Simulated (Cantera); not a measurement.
Charge: 1 mol TiO2, 0.58 mol C, a varied amount of H2, held at 1073 K and 230 Pa.

These are equilibrium values from Cantera (NASA tables, ideal gas, pure condensed phases), not measurements of a reactor. Candidate condensed phases: C, C6H6, C7H8, C8H18, H2O, Ti, TiC, TiO, TiO2, Ti2O3, Ti3O5, Ti4O7; 113 gas species. Mutual solubility and eutectic melting of coexisting phases are not modelled. TiC: taken at fixed stoichiometry. Condensed phases not in the tables: Magnéli phases beyond Ti4O7. Kinetics and transport are ignored.

x: gas mole fraction; n: condensed amount in mol.

```
n(H2) (mol)   x H2    x CO    x CH4    x H2O    x CO2      x H  x C2H2 (acetylene)  n C(graphite)  n Ti4O7(s)  n Ti3O5(s)  n Ti2O3(s)  n TiC(s)
-----------  -----  ------  -------  -------  -------  -------  ------------------  -------------  ----------  ----------  ----------  --------
1.7          0.872   0.128  8.03e-5  3.34e-5  5.32e-6  2.73e-7             6.26e-9          0.330       0.250           0           0         0
2.6          0.912       ?  8.79e-5        ?        ?  2.79e-7             6.55e-9          0.330       0.250           0           0         0
3.9          0.921  0.0787  8.97e-5  2.17e-5  2.01e-6  2.80e-7             6.61e-9          0.246           0       0.333           0         0
5.9          0.946  0.0535  9.47e-5  1.51e-5  9.26e-7  2.84e-7             6.80e-9          0.246           0       0.333           0         0
8.8          0.963       ?  9.81e-5        ?        ?  2.87e-7             6.92e-9          0.246           0       0.333           0         0
13           0.971  0.0284  9.97e-5  8.26e-6  2.62e-7  2.88e-7             6.98e-9          0.198           0       0.239       0.141         0
20           0.973  0.0266  9.81e-5  7.91e-6  2.34e-7  2.88e-7             6.70e-9              0           0           0       0.484    0.0313
```

Q: Fill in the missing entries.

A: 
- 8.8, x CO: 0.0365
- 8.8, x H2O: 1.05e-5
- 8.8, x CO2: 4.31e-7
- 2.6, x CO: 0.0877
- 2.6, x H2O: 2.39e-5
- 2.6, x CO2: 2.49e-6
